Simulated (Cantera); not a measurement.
Input: 1 mol SiHCl₃, 0.39 mol C₂H₄, 180 mol H₂, 0.21 mol Cl₂, held at 13.3 mbar.

Equilibrium computed with Cantera from the NASA thermochemical tables; the gas is ideal and each condensed phase is pure. Candidate condensed phases: C, C₆H₆, C₇H₈, C₈H₁₈, Si, SiC; 109 gas species. Mutual solubility and eutectic melting of coexisting phases are not modelled. The tables' values for SiCl, SiCl₃ are old estimates; treat these amounts as uncertain. Gases not in the tables: Si₂H₆ and higher silanes. Kinetics and transport are ignored.

x: gas mole fraction; n: condensed amount in mol.

```json
[
 {"T (°C)": "627", "x H₂": "0.985", "x H": "1.00e-9", "x HCl": "0.0139", "x Si": "<1e-12", "n SiC(s)": "0.769", "n Si(s)": "0"},
 {"T (°C)": "777", "x H₂": "0.984", "x H": "6.97e-8", "x HCl": "0.0150", "x Si": "<1e-12", "n SiC(s)": "0.780", "n Si(s)": "0"},
 {"T (°C)": "927", "x H₂": "0.982", "x H": "1.69e-6", "x HCl": "0.0170", "x Si": "1.04e-10", "n SiC(s)": "0.780", "n Si(s)": "0.0754"},
 {"T (°C)": "1077", "x H₂": "0.982", "x H": "2.05e-5", "x HCl": "0.0170", "x Si": "1.50e-8", "n SiC(s)": "0.780", "n Si(s)": "0.0657"},
 {"T (°C)": "1227", "x H₂": "0.982", "x H": "___", "x HCl": "0.0168", "x Si": "___", "n SiC(s)": "0.780", "n Si(s)": "___"},
 {"T (°C)": "1377", "x H₂": "0.982", "x H": "0.000779", "x HCl": "0.0166", "x Si": "2.01e-5", "n SiC(s)": "0.780", "n Si(s)": "0.0281"},
 {"T (°C)": "1527", "x H₂": "0.979", "x H": "0.00307", "x HCl": "0.0168", "x Si": "0.000230", "n SiC(s)": "0.779", "n Si(s)": "0"},
 {"T (°C)": "1677", "x H₂": "0.971", "x H": "0.00978", "x HCl": "0.0177", "x Si": "0.000712", "n SiC(s)": "0.774", "n Si(s)": "0"},
 {"T (°C)": "1827", "x H₂": "0.953", "x H": "___", "x HCl": "0.0178", "x Si": "___", "n SiC(s)": "___", "n Si(s)": "0"},
 {"T (°C)": "1977", "x H₂": "0.914", "x H": "0.0615", "x HCl": "0.0170", "x Si": "0.00427", "n SiC(s)": "0", "n Si(s)": "0"},
 {"T (°C)": "2127", "x H₂": "0.849", "x H": "0.127", "x HCl": "0.0156", "x Si": "0.00452", "n SiC(s)": "0", "n Si(s)": "0"},
 {"T (°C)": "2277", "x H₂": "0.744", "x H": "0.233", "x HCl": "0.0134", "x Si": "0.00441", "n SiC(s)": "0", "n Si(s)": "0"}
]
```

### Question
Fill in the missing entries.

### Answer

- 1827, x H: 0.0263
- 1827, x Si: 0.00155
- 1827, n SiC(s): 0.628
- 1227, x H: 0.000151
- 1227, x Si: 7.89e-7
- 1227, n Si(s): 0.0491
